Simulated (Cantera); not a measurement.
Charge: 1 mol SiH2Cl2, a varied amount of NO, equilibrated at 973 K and 133 Pa.

Equilibrium computed with Cantera from the NASA thermochemical tables; the gas is ideal and each condensed phase is pure. Candidate condensed phases: H2O, NH4Cl, Si, SiO2, Si2N2O, Si3N4; 47 gas species. Kinetics and transport are ignored.

Task: What share of the Si ends up in condensed phases as a function of n(NO) (mol), at 0.14, 0.22, 0.35, 0.56, 0.88, 1.4, 2.2, 3.5, 5.5, 8.7?

Result: 
```tsv
n(NO) (mol)	Si condensed (%)	as
0.14	50.4	Si(s) + SiO2(β-quartz) + Si2N2O(s)
0.22	50.4	Si(s) + SiO2(β-quartz) + Si2N2O(s)
0.35	50.4	Si(s) + SiO2(β-quartz) + Si2N2O(s)
0.56	70.0	SiO2(β-quartz) + Si2N2O(s)
0.88	94.5	SiO2(β-quartz) + Si2N2O(s)
1.4	96.1	SiO2(β-quartz) + Si2N2O(s)
2.2	100.0	SiO2(β-quartz)
3.5	100.0	SiO2(β-quartz)
5.5	100.0	SiO2(β-quartz)
8.7	100.0	SiO2(β-quartz)
```
